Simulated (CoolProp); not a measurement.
R236FA along the isotherm 275.9 K: Z from the reference equation and from simpler models built on Tc = 398.1 K, pc = 3191 kPa, ω = 0.377; each cubic takes its own stable root.

Model: reference Helmholtz-energy equation of state, Pan 2012, in CoolProp.

```json
[
 {"p (kPa)": "2130", "phase": "liquid", "reference": "0.09803", "Redlich-Kwong": "0.1140", "Soave-Redlich-Kwong": "0.1080"},
 {"p (kPa)": "4250", "phase": "liquid", "reference": "0.1946", "Redlich-Kwong": "0.2246", "Soave-Redlich-Kwong": "0.2138"},
 {"p (kPa)": "6380", "phase": "liquid", "reference": "0.2907", "Redlich-Kwong": "0.3333", "Soave-Redlich-Kwong": "0.3185"},
 {"p (kPa)": "8510", "phase": "liquid", "reference": "0.3860", "Redlich-Kwong": "0.4400", "Soave-Redlich-Kwong": "0.4220"},
 {"p (kPa)": "10600", "phase": "liquid", "reference": "0.4788", "Redlich-Kwong": "0.5431", "Soave-Redlich-Kwong": "0.5223"},
 {"p (kPa)": "12800", "phase": "liquid", "reference": "0.5756", "Redlich-Kwong": "0.6501", "Soave-Redlich-Kwong": "0.6268"},
 {"p (kPa)": "14900", "phase": "liquid", "reference": "0.6674", "Redlich-Kwong": "0.7509", "Soave-Redlich-Kwong": "0.7257"},
 {"p (kPa)": "17000", "phase": "liquid", "reference": "0.7586", "Redlich-Kwong": "0.8507", "Soave-Redlich-Kwong": "0.8237"},
 {"p (kPa)": "19100", "phase": "liquid", "reference": "0.8492", "Redlich-Kwong": "0.9495", "Soave-Redlich-Kwong": "0.9210"},
 {"p (kPa)": "21300", "phase": "liquid", "reference": "0.9435", "Redlich-Kwong": "1.052", "Soave-Redlich-Kwong": "1.022"},
 {"p (kPa)": "23400", "phase": "liquid", "reference": "1.033", "Redlich-Kwong": "1.149", "Soave-Redlich-Kwong": "1.118"},
 {"p (kPa)": "25500", "phase": "liquid", "reference": "1.122", "Redlich-Kwong": "1.246", "Soave-Redlich-Kwong": "1.214"},
 {"p (kPa)": "27700", "phase": "liquid", "reference": "1.215", "Redlich-Kwong": "1.346", "Soave-Redlich-Kwong": "1.313"},
 {"p (kPa)": "29800", "phase": "liquid", "reference": "1.303", "Redlich-Kwong": "1.441", "Soave-Redlich-Kwong": "1.407"},
 {"p (kPa)": "31900", "phase": "liquid", "reference": "1.390", "Redlich-Kwong": "1.536", "Soave-Redlich-Kwong": "1.501"}
]
```
